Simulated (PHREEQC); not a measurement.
**Copper plating or etch bath**

Solution (25 °C): 1.1 mmol/kgw CuCl2 and 2.2 mmol/kgw HCl. Closed to the air; pH follows from the charge balance.

All values are PHREEQC results (ion-association model, phreeqc.dat), not measurements.

The pH comes out as 2.69, the ionic strength is 0.00548 mol/kgw and the specific conductance is 1150 µS/cm. The total alkalinity is -2.20 meq/kg.

```tsv
species	molality	activity	log γ
Cl-	0.00439	0.00405	-0.035
H+	0.00220	0.00205	-0.031
Cu+2	0.00109	0.000805	-0.132
CuCl+	9.51e-6	8.78e-6	-0.034
CuCl2	1.91e-8	1.91e-8	0.001
CuOH+	4.25e-9	3.93e-9	-0.034
```

This is a speciation only: nothing precipitates in the calculation.
